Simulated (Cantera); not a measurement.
Input: 1 mol Si, 9.3 mol H2, at 1.00 bar.

Method: chemical equilibrium by Gibbs-energy minimisation in Cantera with the NASA 1993 tables (ideal gas, pure condensed phases). Candidate condensed phases: Si; 9 gas species. Equilibrium is a limit: real reactors are often held back by kinetics, nucleation or transport. All values below are at 1148 K.

Base state: H2 1.000 (mole fractions); condensed: Si(s).

What changes in the equilibrium state with this change: Si replaced by SiCl4?


```tsv
species	before	after
H2	1.000	0.866
SiCl4	0	0.0622
HCl	0	0.0377
SiHCl3	0	0.0287
SiCl3	0	0.00280
SiH2Cl2	0	0.00166
SiCl2	0	0.00139
Si(s), mol	1.000	0
```
The tables' values for SiCl3 are old estimates; treat these amounts as uncertain.
